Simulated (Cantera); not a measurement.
An isothermal, constant-pressure homogeneous reactor starts with C₂H₆ : N₂ = 1 : 40 (molar parts), at 1498 K and 2.40 Torr.

Computed with Cantera and GRI-Mech 3.0 (53 species, 325 reactions). GRI-Mech 3.0 stops at C3 and has no aromatics, soot or wall deposition, so with more carbon than oxygen in the feed, carbon stays in small species such as C2H2 where larger ones or solid carbon would form. Radical loss at walls, strong at low pressure, is not modelled.

x: mole fraction; the columns are a selection and need not sum to one.

```
t (s)      x C₂H₆      x H₂     x C₂H    x C₂H₂     x CH₃    x C₂H₄
--------  -------  --------  --------  --------  --------  --------
2.00e-5    0.0244  2.68e-10    <1e-12    <1e-12   1.74e-5  2.72e-10
0.000104   0.0243   9.76e-9    <1e-12    <1e-12   9.08e-5   2.24e-8
0.000545   0.0241   1.53e-6    <1e-12  1.22e-10  0.000467   2.52e-6
0.00284    0.0227  0.000332  1.95e-11   7.11e-7   0.00220  0.000362
0.0148    0.00890    0.0103         …   0.00105   0.00596   0.00944
0.0775    2.96e-5    0.0313         …    0.0143  0.000866   0.00571
0.404     2.43e-6    0.0376         …    0.0198  0.000228  0.000794
2.11      6.10e-7    0.0394         …    0.0209  0.000100   5.54e-5
11.0      2.15e-7    0.0408         …    0.0214   5.64e-5   1.99e-5
57.5      7.07e-8    0.0436         …    0.0223   3.33e-5   6.53e-6
300       3.48e-9    0.0460         …    0.0231   8.06e-6   1.21e-6
```

### Question
Complete the blanks.

### Answer

- 0.0148, x C₂H: 6.28e-8
- 0.0775, x C₂H: 2.05e-7
- 0.404, x C₂H: 7.99e-8
- 2.11, x C₂H: 4.12e-8
- 11.0, x C₂H: 2.91e-8
- 57.5, x C₂H: 3.52e-8
- 300, x C₂H: 5.38e-8
